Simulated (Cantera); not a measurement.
**Adiabatic ignition**

An adiabatic, constant-pressure homogeneous reactor starts with C3H8 : O2 : N2 : CO2 = 1 : 11.1 : 41.8 : 0.52 (molar parts), equivalence ratio 0.45, at 1675 K and 5030 Torr.

Cantera simulation using GRI-Mech 3.0 (53 species, 325 reactions); the numbers are that mechanism's predictions, not measurements. GRI-Mech 3.0 was tuned for natural gas; its chemistry of propane as a main component is partial and can be far from experiment.

```csv
t (s),T (K),x C3H8,x O2,x HCN,x CH3,x CH4,x CO,x HO2
1.00e-6,1666,0.0164,0.203,1.80e-11,0.00132,5.46e-5,5.16e-5,0.000174
2.51e-6,1672,0.0114,0.199,5.07e-10,0.00208,0.000452,0.00100,0.000286
6.31e-6,2114,5.61e-11,0.130,6.78e-7,8.72e-5,0.000109,0.0432,8.05e-5
1.58e-5,2418,<1e-12,0.109,9.44e-12,<1e-12,<1e-12,0.0121,1.67e-5
3.98e-5,2534,<1e-12,0.109,4.84e-12,<1e-12,<1e-12,0.00452,1.27e-5
0.000100,2549,<1e-12,0.108,3.98e-12,<1e-12,<1e-12,0.00338,1.30e-5
0.000251,2548,<1e-12,0.108,4.20e-12,<1e-12,<1e-12,0.00335,1.30e-5
0.000631,2546,<1e-12,0.107,4.68e-12,<1e-12,<1e-12,0.00332,1.28e-5
0.00158,2540,<1e-12,0.106,5.52e-12,<1e-12,<1e-12,0.00325,1.25e-5
0.00398,2530,<1e-12,0.103,6.43e-12,<1e-12,<1e-12,0.00314,1.20e-5
0.0100,2523,<1e-12,0.101,6.88e-12,<1e-12,<1e-12,0.00306,1.16e-5
0.0251,2522,<1e-12,0.101,6.95e-12,<1e-12,<1e-12,0.00304,1.15e-5
0.0631,2522,<1e-12,0.101,6.95e-12,<1e-12,<1e-12,0.00304,1.15e-5
0.158,2522,<1e-12,0.101,6.95e-12,<1e-12,<1e-12,0.00304,1.15e-5
0.398,2522,<1e-12,0.101,6.95e-12,<1e-12,<1e-12,0.00304,1.15e-5
1.00,2522,<1e-12,0.101,6.95e-12,<1e-12,<1e-12,0.00304,1.15e-5
```
x: mole fraction; the columns are a selection and need not sum to one.

- time of steepest temperature rise = 5.91 µs
- temperature at 1.00 s = 2522 K
- equilibrium temperature = 2522 K
- x(C3H8) at 1.00 s = <1e-12 (gas-phase equilibrium <1e-12)
- x(O2) at 1.00 s = 0.101 (gas-phase equilibrium 0.101)
- x(HCN) at 1.00 s = 6.95e-12 (gas-phase equilibrium 6.95e-12)
